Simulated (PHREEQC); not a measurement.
Consider water at 25 °C with 0.011 mol HBr and 0.0001 mol MnSO4 per kg of water. Closed to the air; pH follows from the charge balance.

The numbers come from PHREEQC with the Pitzer model, pitzer.dat.

Q: The ionic strength comes out as 0.0113 mol/kgw. What activity coefficients do Br-, Mn+2, SO4-2, H+, HSO4- get?

A: Br- 0.90, Mn+2 0.62, SO4-2 0.61, H+ 0.90, HSO4- 0.90. Single-ion values are on the MacInnes scale.

No solid was allowed to form.
